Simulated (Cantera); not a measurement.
## Premixed flame

A freely propagating, adiabatic, planar premixed flame of 35.3 % CO, 1.69 % H2, 13.2 % O2, 49.8 % N2, equivalence ratio 1.4, unburnt at 450 K and 240000 Pa; mixture-averaged transport, grid criteria slope 0.08 and curve 0.16, no radiation.

Detailed kinetics in Cantera: GRI-Mech 3.0 (53 species, 325 reactions). The hydrogen kinetics of GRI-Mech 3.0 are dated; newer H2 mechanisms differ, most at raised pressure. Burning velocities carry a grid error of a few per cent, more on coarse grids.

| z (mm) | T (K) | u (m/s) | x CO | x H2 | x O2 | x NO | x N2O | x CO2 |
|---|---|---|---|---|---|---|---|---|
| -0.816 | 450 | 0.861 | 0.353 | 0.0169 | 0.132 | <1e-8 | <1e-8 | <1e-8 |
| -0.544 | 450 | 0.861 | 0.353 | 0.0168 | 0.132 | <1e-8 | <1e-8 | 2.92e-8 |
| -0.408 | 450 | 0.861 | 0.353 | 0.0167 | 0.132 | <1e-8 | <1e-8 | 2.25e-7 |
| -0.272 | 451 | 0.862 | 0.353 | 0.0161 | 0.132 | <1e-8 | <1e-8 | 6.52e-6 |
| -0.136 | 489 | 0.933 | 0.353 | 0.0133 | 0.131 | 3.68e-8 | <1e-8 | 0.000939 |
| -0.0680 | 773 | 1.46 | 0.337 | 0.00980 | 0.121 | 9.95e-7 | 2.36e-8 | 0.0176 |
| 0 | 1255 | 2.32 | 0.288 | 0.00469 | 0.0904 | 6.03e-6 | 1.89e-7 | 0.0730 |
| 0.0680 | 1583 | 2.84 | 0.234 | 0.00184 | 0.0561 | 1.81e-5 | 4.40e-7 | 0.139 |
| 0.136 | 1770 | 3.12 | 0.201 | 0.00156 | 0.0384 | 3.29e-5 | 4.82e-7 | 0.181 |
| 0.272 | 1961 | 3.40 | 0.178 | 0.00172 | 0.0274 | 5.77e-5 | 4.37e-7 | 0.211 |
| 0.544 | 2130 | 3.65 | 0.164 | 0.00169 | 0.0210 | 9.36e-5 | 4.11e-7 | 0.229 |
| 1.09 | 2270 | 3.85 | 0.151 | 0.00154 | 0.0147 | 0.000156 | 3.66e-7 | 0.247 |
| 2.18 | 2378 | 4.00 | 0.140 | 0.00139 | 0.00911 | 0.000267 | 2.92e-7 | 0.261 |
x: mole fraction of selected species; z is measured from the peak of heat release.

```yaml
laminar_burning_velocity: 86.1 cm/s
thermal_thickness: 0.272 mm
grid_points: 111
```
